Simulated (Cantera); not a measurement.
Cantera run:

```python
import numpy as np
import cantera as ct

gas_names = """
    B BH BH2 BH3 BN B2 H H2 N NH NH2 NH3 N2 N2H2 N2H4
""".split()
cond_names = """
    B(b) B(L) BN(s)
""".split()


# ... load() reads the species with a 1 bar reference pressure and builds the phases ...
atoms = {
    'B': {'B': 1},
    'N2': {'N': 2},
    'H2': {'H': 2},
}
top_T = {'BN(s)': 3200}  # K; cautious upper limits of use, not melting points


# ... equilibrate(T, P, feed) seeds the gas with the atoms and calls Mixture.equilibrate('TP', solver="vcs", rtol=1e-11, max_steps=5000) ...
results = []
P = 2100  # Pa
for T in [1498, 1573, 1648, 1723, 1798, 1873, 1948, 2023, 2098, 2173, 2248, 2323]:
    for m in [0.65, 0.84, 1.1, 1.4, 1.8, 2.3, 2.9, 3.8, 4.9, 6.3]:
        feed = {'B': 1, 'N2': 0.53, 'H2': m}  # mol
        mix = equilibrate(T, P, feed)
        results.append((T, P, feed, dict(zip(mix.species_names, mix.species_moles))))

for T, P, feed, n in results:
    print(f"{T:7g} {feed['H2']:10.4g}  " + (" + ".join(c for c in cond_names if n.get(c, 0) > 1e-12) or "gas only"))
```

Result:

```
   1498       0.65  BN(s)
   1498       0.84  BN(s)
   1498        1.1  BN(s)
   1498        1.4  BN(s)
   1498        1.8  BN(s)
   1498        2.3  BN(s)
   1498        2.9  BN(s)
   1498        3.8  BN(s)
   1498        4.9  BN(s)
   1498        6.3  BN(s)
   1573       0.65  BN(s)
   1573       0.84  BN(s)
   1573        1.1  BN(s)
   1573        1.4  BN(s)
   1573        1.8  BN(s)
   1573        2.3  BN(s)
   1573        2.9  BN(s)
   1573        3.8  BN(s)
   1573        4.9  BN(s)
   1573        6.3  BN(s)
   1648       0.65  BN(s)
   1648       0.84  BN(s)
   1648        1.1  BN(s)
   1648        1.4  BN(s)
   1648        1.8  BN(s)
   1648        2.3  BN(s)
   1648        2.9  BN(s)
   1648        3.8  BN(s)
   1648        4.9  BN(s)
   1648        6.3  BN(s)
   1723       0.65  BN(s)
   1723       0.84  BN(s)
   1723        1.1  BN(s)
   1723        1.4  BN(s)
   1723        1.8  BN(s)
   1723        2.3  BN(s)
   1723        2.9  BN(s)
   1723        3.8  BN(s)
   1723        4.9  BN(s)
   1723        6.3  BN(s)
   1798       0.65  BN(s)
   1798       0.84  BN(s)
   1798        1.1  BN(s)
   1798        1.4  BN(s)
   1798        1.8  BN(s)
   1798        2.3  BN(s)
   1798        2.9  BN(s)
   1798        3.8  BN(s)
   1798        4.9  BN(s)
   1798        6.3  BN(s)
   1873       0.65  BN(s)
   1873       0.84  BN(s)
   1873        1.1  BN(s)
   1873        1.4  BN(s)
   1873        1.8  BN(s)
   1873        2.3  BN(s)
   1873        2.9  BN(s)
   1873        3.8  BN(s)
   1873        4.9  BN(s)
   1873        6.3  BN(s)
   1948       0.65  BN(s)
   1948       0.84  BN(s)
   1948        1.1  BN(s)
   1948        1.4  BN(s)
   1948        1.8  BN(s)
   1948        2.3  BN(s)
   1948        2.9  BN(s)
   1948        3.8  BN(s)
   1948        4.9  BN(s)
   1948        6.3  BN(s)
   2023       0.65  BN(s)
   2023       0.84  BN(s)
   2023        1.1  BN(s)
   2023        1.4  BN(s)
   2023        1.8  BN(s)
   2023        2.3  BN(s)
   2023        2.9  BN(s)
   2023        3.8  BN(s)
   2023        4.9  B(b) + BN(s)
   2023        6.3  B(b) + BN(s)
   2098       0.65  BN(s)
   2098       0.84  BN(s)
   2098        1.1  BN(s)
   2098        1.4  B(b) + BN(s)
   2098        1.8  B(b) + BN(s)
   2098        2.3  B(b) + BN(s)
   2098        2.9  B(b) + BN(s)
   2098        3.8  B(b) + BN(s)
   2098        4.9  B(b) + BN(s)
   2098        6.3  B(b) + BN(s)
   2173       0.65  B(b) + BN(s)
   2173       0.84  B(b) + BN(s)
   2173        1.1  B(b) + BN(s)
   2173        1.4  B(b) + BN(s)
   2173        1.8  B(b) + BN(s)
   2173        2.3  B(b) + BN(s)
   2173        2.9  B(b) + BN(s)
   2173        3.8  B(b) + BN(s)
   2173        4.9  B(b) + BN(s)
   2173        6.3  B(b) + BN(s)
   2248       0.65  B(b) + BN(s)
   2248       0.84  B(b) + BN(s)
   2248        1.1  B(b) + BN(s)
   2248        1.4  B(b) + BN(s)
   2248        1.8  B(b) + BN(s)
   2248        2.3  B(b) + BN(s)
   2248        2.9  B(b) + BN(s)
   2248        3.8  B(b)
   2248        4.9  B(b)
   2248        6.3  B(b)
   2323       0.65  B(b) + BN(s)
   2323       0.84  B(b) + BN(s)
   2323        1.1  B(b)
   2323        1.4  B(b)
   2323        1.8  B(b)
   2323        2.3  B(b)
   2323        2.9  B(b)
   2323        3.8  B(b)
   2323        4.9  B(b)
   2323        6.3  B(b)
```

Method: chemical equilibrium by Gibbs-energy minimisation in Cantera with the NASA 1993 tables (ideal gas, pure condensed phases). N2 is the only nitrogen source here; it is nearly inert below about 1500 K, so the nitride shown seldom forms there in practice. Mutual solubility and eutectic melting of coexisting phases are not modelled.
